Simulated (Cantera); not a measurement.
Input: 1 mol SiC, 0.029 mol N₂, at 2573.15 K and 0.0263 Torr.

Cantera equilibrium calculation (NASA polynomials, part measured and part estimated; ideal gas, pure solids and liquids). Candidate condensed phases: C, Si, SiC, Si₃N₄; 20 gas species. The tables' values for SiN are old estimates; treat these amounts as uncertain. Kinetics and transport are ignored.

Base state: Si 0.690, SiC₂ 0.220, C₃ 0.0429, N₂ 0.0240, C 0.0126, CN 0.00487, C₂ 0.00400, Si₂C 0.00125 (mole fractions); condensed: C(graphite).

Q: What changes in the equilibrium state with this change: temperature from 2573.15 K to 1625 K?

A: 
```csv
species,before,after
N₂,0.0240,1.000
Si,0.690,5.32e-5
SiC₂,0.220,2.49e-7
C₃,0.0429,<1e-9
C,0.0126,<1e-9
C₂,0.00400,<1e-9
SiC,0.000453,<1e-9
"C(graphite), mol",0.347,0
"SiC(s), mol",0,1.000
```

Q: What changes in the equilibrium state with this change: temperature from 2573.15 K to 2800 K?

A: 
```
species            before     after
----------------  -------  --------
Si                  0.690     0.630
C₃                 0.0429     0.126
C                  0.0126    0.0977
SiC₂                0.220    0.0945
C₂                0.00400    0.0237
CN                0.00487    0.0105
N₂                 0.0240    0.0158
Si₂C              0.00125  0.000129
N                 1.48e-5   7.43e-5
Si₂               6.12e-5   1.56e-5
C₄                3.54e-5  0.000120
C(graphite), mol    0.347         0
```
